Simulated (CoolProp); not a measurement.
Vapour-liquid equilibrium of R1234yf (1) + R1234ze(E) (2) at 0.0968 MPa; x and y are mole fractions of (1).

The numbers come from the multi-fluid Helmholtz-energy mixture model, Lemmon 2022 and Thol 2016; pair parameters Bell 2022 in CoolProp.

```json
[
 {"x": "0.05", "bubble temperature (°C)": "-20.8", "y at the bubble point": "0.079", "dew temperature at overall composition x (°C)": "-20.5", "liquid density (mol/L)": "11.36"},
 {"x": "0.2", "bubble temperature (°C)": "-22.7", "y at the bubble point": "0.284", "dew temperature at overall composition x (°C)": "-21.9", "liquid density (mol/L)": "11.33"},
 {"x": "0.35", "bubble temperature (°C)": "-24.4", "y at the bubble point": "0.457", "dew temperature at overall composition x (°C)": "-23.4", "liquid density (mol/L)": "11.30"},
 {"x": "0.5", "bubble temperature (°C)": "(withheld)", "y at the bubble point": "0.607", "dew temperature at overall composition x (°C)": "-24.9", "liquid density (mol/L)": "11.26"},
 {"x": "0.65", "bubble temperature (°C)": "(withheld)", "y at the bubble point": "0.740", "dew temperature at overall composition x (°C)": "-26.5", "liquid density (mol/L)": "(withheld)"},
 {"x": "0.8", "bubble temperature (°C)": "-28.8", "y at the bubble point": "0.860", "dew temperature at overall composition x (°C)": "-28.1", "liquid density (mol/L)": "11.17"},
 {"x": "0.95", "bubble temperature (°C)": "-30.1", "y at the bubble point": "0.967", "dew temperature at overall composition x (°C)": "-29.9", "liquid density (mol/L)": "11.12"}
]
```

### Question
What belongs in the gaps?

### Answer

- 0.5, bubble temperature (°C): -26.0
- 0.65, bubble temperature (°C): -27.4
- 0.65, liquid density (mol/L): 11.21

No azeotrope shows between x = 0.05 and 0.95.

Pair parameters are fitted to limited data, so mixtures are less certain than the pure fluids.
